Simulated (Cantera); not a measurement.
CaCl₂ + H₂O + N₂ (halide evaporation, hydrolysis and transport)

Feed: 1 mol CaCl₂, 0.32 mol H₂O, 3.4 mol N₂, held at 76.0 mbar.

Method: chemical equilibrium by Gibbs-energy minimisation in Cantera with the NASA 1993 tables (ideal gas, pure condensed phases). Candidate condensed phases: Ca, CaCl₂, CaO, Ca(OH)₂, H₂O, NH₄Cl; 36 gas species. Mutual solubility and eutectic melting of coexisting phases are not modelled. Condensed phases not in the tables: oxide chlorides. Kinetics and transport are ignored.

From 1400 K to 1650 K the condensed part is CaCl₂(l) + CaO(s). The main Ca-bearing gas is CaCl₂ throughout. The share of Ca in condensed phases is highest at 1400 K (98.3 %) and lowest at 1650 K (36.6 %).

| T (K) | x N₂ | x CaCl₂ | x HCl | x H₂O | n CaCl₂(l) | n CaO(s) |
|---|---|---|---|---|---|---|
| 1400 | 0.888 | 0.00452 | 0.0467 | 0.0602 | 0.893 | 0.0895 |
| 1425 | 0.884 | 0.00677 | 0.0519 | 0.0572 | 0.874 | 0.100 |
| 1450 | 0.879 | 0.00997 | 0.0573 | 0.0540 | 0.850 | 0.111 |
| 1475 | 0.872 | 0.0145 | 0.0627 | 0.0506 | 0.821 | 0.123 |
| 1500 | 0.864 | 0.0207 | 0.0680 | 0.0471 | 0.784 | 0.134 |
| 1525 | 0.853 | 0.0293 | 0.0732 | 0.0435 | 0.737 | 0.147 |
| 1550 | 0.840 | 0.0409 | 0.0781 | 0.0398 | 0.676 | 0.159 |
| 1575 | 0.824 | 0.0565 | 0.0825 | 0.0360 | 0.596 | 0.171 |
| 1600 | 0.803 | 0.0770 | 0.0863 | 0.0321 | 0.490 | 0.184 |
| 1625 | 0.777 | 0.104 | 0.0891 | 0.0281 | 0.348 | 0.197 |
| 1650 | 0.745 | 0.139 | 0.0908 | 0.0241 | 0.156 | 0.210 |
x: gas mole fraction; n: condensed amount in mol.
